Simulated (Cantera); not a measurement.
What does this Cantera script print?

```python
import numpy as np
import cantera as ct

gas_names = """
    CL CL2 H HCL H2 N NH NH2 NH3 N2 N2H2 N2H4 Si SiCL SiCL2 SiCL3 SiCL4 SiH SiHCL3 SiH2 SiH2CL2 SiH3
    SiH3CL SiH4 SiN Si2 Si2N Si3
""".split()
cond_names = """
    NH4CL(a) NH4CL(b) Si(cr) Si(L) Si3N4(a)
""".split()


# ... load() reads the species with a 1 bar reference pressure and builds the phases ...
atoms = {
    'Si2Cl6': {'Si': 2, 'CL': 6},
    'HCl': {'H': 1, 'CL': 1},
    'N2': {'N': 2},
}
top_T = {'Si3N4(a)': 2400}  # K; cautious upper limits of use, not melting points


# ... equilibrate(T, P, feed) seeds the gas with the atoms and calls Mixture.equilibrate('TP', solver="vcs", rtol=1e-11, max_steps=5000) ...
results = []
feed = {'Si2Cl6': 1, 'HCl': 1.1, 'N2': 4.4}  # mol
T = 1123  # K
for P in [100, 300, 880, 2600, 7700, 23000, 68000, 200000]:
    mix = equilibrate(T, P, feed)
    results.append((T, P, feed, dict(zip(mix.species_names, mix.species_moles))))

top = {s: max(r[3][s] / sum(r[3][g] for g in gas_names) for r in results) for s in gas_names}
cols = sorted((s for s in top if top[s] > 0.0001), key=lambda s: -top[s])[:6]
seen = [c for c in cond_names if any(r[3].get(c, 0) > 1e-12 for r in results)]
print("log10 of partial pressures in bar; condensed amounts in mol")
print(f"{'P/Pa':>10s}" + "".join(f"{s[:9]:>10s}" for s in cols + seen))
for T, P, feed, n in results:
    ng = sum(n[g] for g in gas_names)
    print(f"{P:10.4g}" + "".join(f"{np.log10(max(n[s] / ng * P / 1e5, 1e-99)):10.3f}" for s in cols)
          + "".join(f"{n.get(c, 0):10.4g}" for c in seen))
```

Result:

```
log10 of partial pressures in bar; condensed amounts in mol
      P/Pa        N2     SiCL4       HCL        H2     SiCL3     SiCL2  Si3N4(a)
       100    -3.213    -3.650    -3.827    -5.112    -5.294    -5.844    0.1534
       300    -2.735    -3.168    -3.356    -4.571    -5.012    -5.762     0.154
       880    -2.267    -2.697    -2.896    -4.043    -4.737    -5.683    0.1535
      2600    -1.796    -2.223    -2.435    -3.514    -4.460    -5.603    0.1524
      7700    -1.324    -1.749    -1.973    -2.986    -4.184    -5.524    0.1508
   2.3e+04    -0.848    -1.272    -1.510    -2.455    -3.905    -5.443     0.149
   6.8e+04    -0.377    -0.799    -1.052    -1.933    -3.629    -5.364    0.1469
     2e+05     0.092    -0.328    -0.597    -1.415    -3.354    -5.285    0.1446
```

These are equilibrium values from Cantera (NASA tables, ideal gas, pure condensed phases), not measurements of a reactor. The feed counts by its element totals alone. N2 is the only nitrogen source here; it is nearly inert below about 1500 K, so the nitride shown seldom forms there in practice. The tables' values for SiCl3 are old estimates; treat these amounts as uncertain.
